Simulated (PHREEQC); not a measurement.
Dissolve 0.0012 mol/kgw NH3 at 25 °C. Closed to the air; pH follows from the charge balance.

Model: ion-association model, phreeqc.dat, run in PHREEQC.

```csv
quantity,before,after
pH,10.13,10.50
ionic strength (mol/kgw),0.000139,0.000324
NH3 (mol/kgw),0.00106,0.00568
NH4+ (mol/kgw),0.000139,0.000324
```

**Question.** Name the change that produced these shifts.
A. NH3 from 0.0012 to 0.0024 mol/kgw
B. diluted 10-fold with water
C. NH3 from 0.0012 to 0.006 mol/kgw
D. temperature from 25 to 60 °C
E. 0.0017 mol/kgw NaCl added

**Answer.** C, NH3 from 0.0012 to 0.006 mol/kgw

This is a speciation only: nothing precipitates in the calculation.
